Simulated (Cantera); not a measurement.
What does this Cantera script print?

```python
import numpy as np
import cantera as ct

gas_names = """
    CL CL2 H HCL H2 N NH NH2 NH3 N2 N2H2 N2H4 Si SiCL SiCL2 SiCL3 SiCL4 SiH SiHCL3 SiH2 SiH2CL2 SiH3
    SiH3CL SiH4 SiN Si2 Si2N Si3
""".split()
cond_names = """
    NH4CL(a) NH4CL(b) Si(cr) Si(L) Si3N4(a)
""".split()


def load(file, names, dense=False):
    # The tables refer to 1 bar. Condensed volumes are neglected.
    table = {s.name: s for s in ct.Species.list_from_file(file)}
    out = []
    for n in names:
        d = dict(table[n].input_data)
        d["thermo"] = dict(d["thermo"], **{"reference-pressure": 1e5})
        if dense:
            d["equation-of-state"] = {"model": "constant-volume", "density": "1e6 g/cm^3"}
        out.append(ct.Species.from_dict(d))
    return out


gas = ct.Solution(thermo="ideal-gas", species=load("nasa_gas.yaml", gas_names))
cond = {s.name: ct.Solution(thermo="fixed-stoichiometry", species=[s], name=s.name)
        for s in load("nasa_condensed.yaml", cond_names, dense=True)}
atoms = {
    'SiH2Cl2': {'Si': 1, 'H': 2, 'CL': 2},
    'N2': {'N': 2},
}
top_T = {'Si3N4(a)': 2400}  # K; cautious upper limits of use, not melting points


def equilibrate(T, P, feed):
    n = {}
    for name, mol in feed.items():
        for a, k in atoms[name].items():
            n[a] = n.get(a, 0.0) + k * mol
    gas.TPX = T, P, n
    mass = sum(n.values()) * gas.mean_molecular_weight
    gas.equilibrate("TP")
    valid = [c for c in cond.values() if c.min_temp <= T <= top_T.get(c.name, c.max_temp)]
    mix = ct.Mixture([(gas, mass / gas.mean_molecular_weight)] + [(c, 0.0) for c in valid])
    mix.T, mix.P = T, P
    mix.equilibrate("TP", solver="vcs", rtol=1e-11, max_steps=5000)
    return mix


results = []
feed = {'SiH2Cl2': 1, 'N2': 15}  # mol
P = 10000  # Pa
for T in [798, 848, 898, 948, 998, 1048, 1098, 1148, 1198, 1248, 1298, 1348, 1398, 1448]:
    mix = equilibrate(T, P, feed)
    results.append((T, P, feed, dict(zip(mix.species_names, mix.species_moles))))

top = {s: max(r[3][s] / sum(r[3][g] for g in gas_names) for r in results) for s in gas_names}
cols = sorted((s for s in top if top[s] > 1e-06), key=lambda s: -top[s])[:7]
seen = [c for c in cond_names if any(r[3].get(c, 0) > 1e-12 for r in results)]
print("log10 of partial pressures in bar; condensed amounts in mol")
print(f"{'T/K':>10s}" + "".join(f"{s[:9]:>10s}" for s in cols + seen))
for T, P, feed, n in results:
    ng = sum(n[g] for g in gas_names)
    print(f"{T:10.4g}" + "".join(f"{np.log10(max(n[s] / ng * P / 1e5, 1e-99)):10.3f}" for s in cols)
          + "".join(f"{n.get(c, 0):10.4g}" for c in seen))
```

Result:

```
log10 of partial pressures in bar; condensed amounts in mol
       T/K        N2       HCL        H2     SiCL4     SiCL2     SiCL3    SiHCL3  Si3N4(a)
       798    -1.050    -2.161    -2.569    -2.870   -11.529    -8.227    -6.334    0.2603
       848    -1.051    -2.144    -2.592    -2.893   -10.445    -7.598    -6.132     0.264
       898    -1.051    -2.130    -2.613    -2.914    -9.483    -7.041    -5.953    0.2672
       948    -1.051    -2.118    -2.632    -2.933    -8.625    -6.544    -5.794      0.27
       998    -1.051    -2.108    -2.649    -2.951    -7.854    -6.097    -5.651    0.2724
      1048    -1.052    -2.099    -2.665    -2.967    -7.159    -5.694    -5.523    0.2745
      1098    -1.052    -2.092    -2.679    -2.983    -6.528    -5.329    -5.407    0.2764
      1148    -1.052    -2.085    -2.692    -2.998    -5.954    -4.998    -5.302    0.2779
      1198    -1.052    -2.080    -2.704    -3.014    -5.431    -4.696    -5.208    0.2791
      1248    -1.052    -2.075    -2.714    -3.032    -4.952    -4.421    -5.124    0.2798
      1298    -1.052    -2.072    -2.721    -3.056    -4.514    -4.173    -5.050    0.2798
      1348    -1.053    -2.071    -2.725    -3.089    -4.116    -3.953    -4.989    0.2783
      1398    -1.053    -2.072    -2.724    -3.141    -3.757    -3.765    -4.946    0.2746
      1448    -1.053    -2.078    -2.714    -3.224    -3.441    -3.615    -4.928    0.2672
```

Equilibrium computed with Cantera from the NASA thermochemical tables; the gas is ideal and each condensed phase is pure. N2 is the only nitrogen source here; it is nearly inert below about 1500 K, so the nitride shown seldom forms there in practice. The tables' values for SiCl3 are old estimates; treat these amounts as uncertain.
